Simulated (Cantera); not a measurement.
**Adiabatic ignition**

An adiabatic, constant-pressure homogeneous reactor starts with CH₄ : O₂ : N₂ : CO₂ = 1 : 0.8 : 3.01 : 1.4 (molar parts), at 1400 K and 340000 Pa.

Cantera simulation using GRI-Mech 3.0 (53 species, 325 reactions); the numbers are that mechanism's predictions, not measurements.

| t (s) | T (K) | x CH₄ | x O₂ | x CO₂ | x H₂ | x NO | x CH₂CO | x CO |
|---|---|---|---|---|---|---|---|---|
| 3.00e-6 | 1400 | 0.161 | 0.129 | 0.225 | 4.12e-8 | <1e-12 | <1e-12 | 5.05e-10 |
| 1.19e-5 | 1400 | 0.161 | 0.129 | 0.225 | 1.95e-7 | <1e-12 | <1e-12 | 2.47e-9 |
| 4.75e-5 | 1400 | 0.161 | 0.129 | 0.225 | 1.42e-6 | <1e-12 | <1e-12 | 2.77e-8 |
| 0.000189 | 1400 | 0.161 | 0.129 | 0.225 | 1.82e-5 | <1e-12 | 7.34e-10 | 1.84e-6 |
| 0.000754 | 1403 | 0.160 | 0.128 | 0.225 | 0.000182 | <1e-12 | 1.05e-7 | 8.04e-5 |
| 0.00300 | 1486 | 0.138 | 0.113 | 0.224 | 0.00893 | 2.66e-11 | 0.000147 | 0.00839 |
| 0.0119 | 1936 | 0.00192 | 3.05e-8 | 0.104 | 0.0861 | 2.27e-6 | 9.09e-6 | 0.215 |
| 0.0475 | 1918 | 7.83e-5 | 2.10e-8 | 0.0964 | 0.0960 | 4.99e-6 | 9.57e-8 | 0.227 |
| 0.189 | 1917 | 1.07e-9 | 2.19e-8 | 0.0962 | 0.0962 | 5.51e-6 | <1e-12 | 0.228 |
| 0.754 | 1917 | 1.07e-9 | 2.19e-8 | 0.0962 | 0.0962 | 4.11e-6 | <1e-12 | 0.228 |
| 3.00 | 1917 | 1.07e-9 | 2.19e-8 | 0.0962 | 0.0962 | 2.24e-6 | <1e-12 | 0.228 |
x: mole fraction; the columns are a selection and need not sum to one.

- time of steepest temperature rise = 3.46 ms
- temperature at 3.00 s = 1917 K
- equilibrium temperature = 1917 K
- x(CH₄) at 3.00 s = 1.07e-9 (gas-phase equilibrium 1.17e-9)
- x(O₂) at 3.00 s = 2.19e-8 (gas-phase equilibrium 2.19e-8)
- x(CO₂) at 3.00 s = 0.0962 (gas-phase equilibrium 0.0962)
